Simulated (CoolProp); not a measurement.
The numbers come from the reference Helmholtz-energy equation of state, Lemmon 2006 in CoolProp. It is a short technical equation, of lower accuracy than the large ones.

Q: For CH3F (R41), give the phase and the Joule-Thomson coefficient (K/MPa) at 324 K and 274 kPa.

A: 
- 324 K and 274 kPa: gas; Joule-Thomson coefficient 14.1
